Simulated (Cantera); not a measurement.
## Thermodynamics of fluorocarbon and chlorocarbon gases, feed C₂F₆ + H₂

A closed system holds: 1 mol C₂F₆, 0.89 mol H₂, held at 45.0 Pa.

Equilibrium computed with Cantera from the NASA thermochemical tables; the gas is ideal and each condensed phase is pure. Candidate condensed phases: C, C₆H₆, C₇H₈, C₈H₁₈; 95 gas species. The feed counts by its element totals alone. Gases not in the tables: C₂F₆ and larger saturated fluorocarbons. The numbers say what is thermodynamically allowed, not how fast it happens.

| T (K) | x HF | x CF₄ | x CF₂ | x F | x CF₃ | x CF | n C(graphite) |
|---|---|---|---|---|---|---|---|
| 1400 | 0.628 | 0.372 | 0.000248 | 8.14e-5 | 2.80e-5 | 5.10e-9 | 0.945 |
| 1425 | 0.628 | 0.372 | 0.000377 | 0.000131 | 3.94e-5 | 1.06e-8 | 0.945 |
| 1450 | 0.628 | 0.372 | 0.000567 | 0.000208 | 5.47e-5 | 2.15e-8 | 0.944 |
| 1475 | 0.627 | 0.371 | 0.000840 | 0.000324 | 7.53e-5 | 4.25e-8 | 0.944 |
| 1500 | 0.627 | 0.371 | 0.00123 | 0.000498 | 0.000102 | 8.21e-8 | 0.944 |
| 1525 | 0.627 | 0.370 | 0.00177 | 0.000755 | 0.000138 | 1.55e-7 | 0.943 |
| 1550 | 0.627 | 0.370 | 0.00252 | 0.00113 | 0.000183 | 2.87e-7 | 0.942 |
| 1575 | 0.626 | 0.369 | 0.00355 | 0.00167 | 0.000242 | 5.22e-7 | 0.941 |
| 1600 | 0.625 | 0.367 | 0.00494 | 0.00243 | 0.000316 | 9.29e-7 | 0.939 |
| 1625 | 0.624 | 0.365 | 0.00680 | 0.00350 | 0.000409 | 1.62e-6 | 0.938 |
| 1650 | 0.623 | 0.363 | 0.00926 | 0.00498 | 0.000525 | 2.79e-6 | 0.935 |
| 1675 | 0.621 | 0.359 | 0.0125 | 0.00702 | 0.000666 | 4.71e-6 | 0.932 |
| 1700 | 0.618 | 0.355 | 0.0166 | 0.00977 | 0.000838 | 7.83e-6 | 0.927 |
x: gas mole fraction; n: condensed amount in mol.

From 1400 K to 1700 K the condensed part is C(graphite). The main C-bearing gas is CF₄ throughout.
